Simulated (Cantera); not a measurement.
Feed: 1 mol BN, 0.13 mol O2, 1.1 mol N2, equilibrated at 1423.15 K and 2.40 Pa.

Method: chemical equilibrium by Gibbs-energy minimisation in Cantera with the NASA 1993 tables (ideal gas, pure condensed phases). Candidate condensed phases: B, BN, B2O3; 17 gas species. The numbers say what is thermodynamically allowed, not how fast it happens.

Base state: N2 0.927, B2O3 0.0585, B2O2 0.0127, BO 0.00147 (mole fractions); condensed: BN(s).

Q: What changes in the equilibrium state with this change: temperature from 1423.15 K to 1400 K?

A: 
```json
[
 {"species": "N2", "before": "0.927", "after": "0.929"},
 {"species": "B2O3", "before": "0.0585", "after": "0.0613"},
 {"species": "B2O2", "before": "0.0127", "after": "0.00899"},
 {"species": "BO", "before": "0.00147", "after": "0.000907"},
 {"species": "BN(s), mol", "before": "0.815", "after": "0.819"}
]
```

Q: What changes in the equilibrium state with this change: temperature from 1423.15 K to 1975 K?

A: 
```
species      before    after
----------  -------  -------
N2            0.927    0.860
BO          0.00147    0.132
B             <1e-9  0.00364
B2O3         0.0585  1.01e-6
B2O2         0.0127  0.00286
B2O         1.36e-8  0.00182
BN            <1e-9  1.94e-5
BN(s), mol    0.815        0
B(s), mol         0    0.730
```
